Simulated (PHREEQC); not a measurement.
Copper plating or etch bath (model solution)

A solution holds 0.0023 mol/kgw CuSO4, 0.0012 mol/kgw HNO3 and 8.6e-05 mol/kgw FeCl3, at 20 °C and 50 atm. Closed to the air; pH follows from the charge balance.

All values are PHREEQC results (ion-association model, phreeqc.dat), not measurements.

This is a speciation only: nothing precipitates in the calculation.

What pH, ionic strength does the model give?

pH 2.99; ionic strength 0.00906 mol/kgw.

In which forms is Cu present?

Cu+2 86 %, CuSO4 14 % of the Cu.

Saturation is exceeded, for instance for Hematite (slow to form), Goethite (slow to form); the values hold only as long as no solid forms. Under pressure, the constants of complexes without a molar volume in the database are unreliable.
